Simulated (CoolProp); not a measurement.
Vapour-liquid equilibrium of R143a (1) + dimethyl ether (2) at -12.45 °C; x and y are mole fractions of (1).

The numbers come from the multi-fluid Helmholtz-energy mixture model, Lemmon and Jacobsen 2000 and Wu 2011; pair parameters Bell 2016 in CoolProp.

```
x      bubble pressure, mixture model (kPa)  bubble pressure, Raoult's law (kPa)  y, mixture model  y, Raoult's law
-----  ------------------------------------  -----------------------------------  ----------------  ---------------
0.05                                  183.4                                180.6             0.123            0.114
0.125                                 205.0                                198.9             0.270            0.259
0.2                                   225.5                                217.2             0.386            0.380
0.275                                 245.1                                235.5             0.482            0.482
0.35                                  264.0                                253.8             0.562            0.569
0.425                                 282.2                                272.1             0.631            0.644
0.5                                   299.9                                290.4             0.693            0.710
0.575                                 317.2                                308.7             0.748            0.768
0.65                                  334.2                                327.0             0.799            0.820
0.725                                 351.1                                345.3             0.846            0.866
0.8                                   367.8                                363.6             0.890            0.907
0.875                                 384.4                                381.9             0.932            0.945
0.95                                  401.2                                400.2             0.973            0.979
```

The largest gap from Raoult's law is +4.1 % in bubble pressure, at x = 0.275. No azeotrope shows between x = 0.05 and 0.95.

Pair parameters are fitted to limited data, so mixtures are less certain than the pure fluids.
